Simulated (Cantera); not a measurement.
A perfectly stirred reactor is fed with CO : O2 : H2O : N2 = 0.027 : 0.025 : 0.019 : 1 (molar parts), equivalence ratio 0.54, at 4.30 bar; it is held at 1250 K, and followed from long to short residence time.

Detailed kinetics in Cantera: GRI-Mech 3.0 (53 species, 325 reactions).

x: mole fraction; the columns are a selection and need not sum to one.

```tsv
τ (s)	x CO	x O2	x H2O	x O	x CO2	x N2O
7.5	5.26e-5	0.0109	0.0180	2.50e-7	0.0255	[?]
3.4	9.49e-5	0.0109	0.0180	4.31e-7	0.0254	[?]
1.6	0.000166	0.0110	0.0180	7.42e-7	0.0254	[?]
0.71	0.000300	0.0110	0.0180	1.36e-6	0.0252	[?]
0.32	0.000530	0.0111	0.0179	2.48e-6	0.0250	1.85e-6
0.15	0.000894	0.0113	0.0179	4.41e-6	0.0246	1.87e-6
0.067	0.00153	0.0116	0.0179	8.03e-6	0.0240	1.76e-6
0.031	0.00251	0.0121	0.0179	1.40e-5	0.0230	[?]
0.014	0.00408	0.0129	0.0178	2.40e-5	0.0214	[?]
0.0063	0.00647	0.0141	0.0178	3.95e-5	0.0190	[?]
0.0029	0.00973	0.0157	0.0177	6.03e-5	0.0157	[?]
```

What belongs in the gaps?


- 7.5, x N2O: 6.50e-7
- 3.4, x N2O: 9.69e-7
- 1.6, x N2O: 1.32e-6
- 0.71, x N2O: 1.66e-6
- 0.031, x N2O: 1.58e-6
- 0.014, x N2O: 1.38e-6
- 0.0063, x N2O: 1.16e-6
- 0.0029, x N2O: 9.39e-7
